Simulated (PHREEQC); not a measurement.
A PHREEQC input (ion-association model, wateq4f.dat):

```
SOLUTION 1
  temp 25
  units mg/kgw
  pH 6.13
  pe 8.6
  Na 0.0482
  K 0.00224
  Ca 0.0188
  Mg 0.0122
  Cl 0.0571
  S(6) 0.0871 as SO4
  Alkalinity 0.0458 as HCO3
  Li 0.000466
END
USE solution 1
EQUILIBRIUM_PHASES 1
  Gyppsum 0 0
  CO2(g) -3.4 10
END
```

It stops with these messages:

```
ERROR: Phase not found in database, Gyppsum.
ERROR: Calculations terminating due to input errors.
```

The fault: the phase Gypsum misspelt. The line should read `Gypsum` where the input has `Gyppsum`. With the mend the run ends at pH 5.67 and ionic strength 8.16e-6 mol/kgw.
